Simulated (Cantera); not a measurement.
Charge: 1 mol SiC, 0.53 mol C, 0.044 mol N2, equilibrated at 1750 K and 350 Pa.

Cantera equilibrium calculation (NASA polynomials, part measured and part estimated; ideal gas, pure solids and liquids). Candidate condensed phases: C, Si, SiC, Si3N4; 20 gas species. Equilibrium is a limit: real reactors are often held back by kinetics, nucleation or transport.

Base state: N2 1.000 (mole fractions); condensed: C(graphite) + SiC(s).

What changes in the equilibrium state with this change: temperature from 1750 K to 2898.15 K?


```json
[
 {"species": "Si", "before": "8.16e-6", "after": "0.537"},
 {"species": "SiC2", "before": "8.81e-8", "after": "0.369"},
 {"species": "N2", "before": "1.000", "after": "0.0378"},
 {"species": "C3", "before": "<1e-9", "after": "0.0289"},
 {"species": "Si2C", "before": "6.59e-8", "after": "0.0104"},
 {"species": "C", "before": "<1e-9", "after": "0.00531"},
 {"species": "C2", "before": "<1e-9", "after": "0.00288"},
 {"species": "SiC", "before": "<1e-9", "after": "0.00139"},
 {"species": "C(graphite), mol", "before": "0.530", "after": "0.609"},
 {"species": "SiC(s), mol", "before": "1.00", "after": "0"}
]
```
The tables' values for SiN are old estimates; treat these amounts as uncertain.

What changes in the equilibrium state with this change: SiC replaced by SiO2?


```csv
species,before,after
SiO,0,0.480
CO,0,0.480
N2,1.000,0.0399
CO2,0,6.34e-5
"C(graphite), mol",0.530,0
"SiC(s), mol",1.00,0
"SiO2(condensed), mol",0,0.470
```
The tables hold silica as quartz up to 1696 K and as liquid above; real silica turns to tridymite and cristobalite and melts near 1996 K. Further candidate phases: SiO2, Si2N2O.
